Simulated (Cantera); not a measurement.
A closed system holds: 1 mol Si₃N₄, 0.49 mol O₂, 8.2 mol N₂, 1.2 mol CO₂, equilibrated at 1225 K and 0.540 Pa.

Equilibrium computed with Cantera from the NASA thermochemical tables; the gas is ideal and each condensed phase is pure. Candidate condensed phases: C, Si, SiC, SiO₂, Si₂N₂O, Si₃N₄; 34 gas species. Mutual solubility and eutectic melting of coexisting phases are not modelled. The tables hold silica as quartz up to 1696 K and as liquid above; real silica turns to tridymite and cristobalite and melts near 1996 K. Equilibrium is a limit: real reactors are often held back by kinetics, nucleation or transport.

Base state: N₂ 0.879, CO 0.118, SiO 0.00281 (mole fractions); condensed: SiO₂(β-quartz) + Si₂N₂O(s).

**Question.** What changes in the equilibrium state with this change: 1.3 mol H₂O added?

**Answer.** 
```tsv
species	before	after
N₂	0.879	0.787
H₂	0	0.109
CO	0.118	0.101
SiO	0.00281	0.00292
H	0	4.43e-5
SiO₂(β-quartz), mol	0.444	1.31
Si₂N₂O(s), mol	1.26	0.828
```
Further candidate phases: C₆H₆, C₇H₈, C₈H₁₈, H₂O.
